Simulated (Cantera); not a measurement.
An adiabatic, constant-volume homogeneous reactor starts with CH4 : O2 : N2 = 1 : 1.05 : 3.96 (molar parts), equivalence ratio 1.9, at 1300 K and 1.00 bar.

Computed with Cantera and GRI-Mech 3.0 (53 species, 325 reactions).

x: mole fraction; the columns are a selection and need not sum to one.

```
t (s)     T (K)  P (bar)     x CH4     x O2     x N2O      x CO       x O    x C2H6
--------  -----  -------  --------  -------  --------  --------  --------  --------
6.00e-6    1300     1.00     0.166    0.175    <1e-12    <1e-12  4.82e-11    <1e-12
1.55e-5    1300    1.000     0.166    0.175    <1e-12    <1e-12  6.63e-11  3.72e-12
3.99e-5    1300    1.000     0.166    0.175    <1e-12  6.21e-12  1.17e-10  6.94e-11
0.000103   1300    1.000     0.166    0.175  1.24e-12  1.25e-10  2.85e-10   1.52e-9
0.000265   1300    1.000     0.166    0.175  6.92e-12   3.32e-9  9.81e-10   4.68e-8
0.000682   1300     1.00     0.166    0.175  2.88e-11   1.28e-7   3.57e-9   1.77e-6
0.00176    1301     1.00     0.166    0.175  8.87e-11         …         …         …
0.00453    1303     1.00     0.166    0.174  3.62e-10   5.34e-5   1.12e-8  0.000136
0.0117     1327     1.02     0.161    0.171   3.02e-9   0.00121   5.76e-8  0.000949
0.0301     2673     2.40  2.52e-11  6.46e-5   3.32e-8     0.125  0.000168    <1e-12
0.0776     2673     2.40  2.52e-11  6.46e-5   3.32e-8     0.125  0.000168    <1e-12
0.200      2673     2.40  2.52e-11  6.46e-5   3.32e-8     0.125  0.000168    <1e-12
```

Question: Fill in the missing entries.

Answer: 
- 0.00176, x CO: 3.57e-6
- 0.00176, x O: 6.63e-9
- 0.00176, x C2H6: 2.49e-5
